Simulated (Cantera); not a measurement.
A closed system holds: 1 mol HgO, a varied amount of H2, held at 275 °C and 2.70 bar.

These are equilibrium values from Cantera (NASA tables, ideal gas, pure condensed phases), not measurements of a reactor. Candidate condensed phases: H2O, Hg, HgO; 10 gas species. Kinetics and transport are ignored.

Question: At 1.8 mol H2, list the 3 most abundant gas species with their mole fractions, and the condensed phases.

Answer: H2O 0.518, H2 0.414, Hg 0.0682. Condensed: Hg(l).
